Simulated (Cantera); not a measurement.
Charge: 1 mol Cu2O, 1.3 mol CO, at 627 °C and 1.33 mbar.

These are equilibrium values from Cantera (NASA tables, ideal gas, pure condensed phases), not measurements of a reactor. Candidate condensed phases: C, Cu, CuO, Cu2O; 15 gas species. Kinetics and transport are ignored.

Base state: CO2 0.769, CO 0.231 (mole fractions); condensed: Cu(s).

**Question.** What changes in the equilibrium state with this change: temperature from 627 °C to 1652 °C?

**Answer.** 
```
species     before     after
----------  ------  --------
Cu           <1e-9     0.603
CO2          0.769     0.295
CO           0.231    0.0978
O2           <1e-9   0.00324
Cu2          <1e-9  0.000735
Cu(s), mol    2.00         0
```

**Question.** What changes in the equilibrium state with this change: temperature from 627 °C to 1900 °C?

**Answer.** 
```
species     before     after
----------  ------  --------
Cu           <1e-9     0.579
CO2          0.769     0.214
CO           0.231     0.163
O2           <1e-9    0.0322
O            <1e-9    0.0112
CuO          <1e-9  0.000348
Cu2          <1e-9  0.000168
Cu(s), mol    2.00         0
```
